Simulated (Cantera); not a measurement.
Feed: 1 mol Si, 0.0013 mol O2, 110 mol N2, held at 2.20 mbar.

Equilibrium computed with Cantera from the NASA thermochemical tables; the gas is ideal and each condensed phase is pure. Candidate condensed phases: Si, SiO2, Si2N2O, Si3N4; 16 gas species. Rates play no part.

Which condensed phases are stable at each of these points (T (K)): 1575, 1625, 1675, 1725, 1775, 1825, 1875?


| T (K) | condensed phases | Si condensed (%) |
|---|---|---|
| 1575 | Si3N4(s) | 99.7 |
| 1625 | Si3N4(s) | 99.4 |
| 1675 | Si3N4(s) | 98.3 |
| 1725 | Si(l) | 94.0 |
| 1775 | Si(l) | 87.5 |
| 1825 | Si(l) | 74.7 |
| 1875 | Si(l) | 50.3 |

From 1575 K to 1675 K the condensed part is Si3N4(s). From 1725 K to 1875 K the condensed part is Si(l).
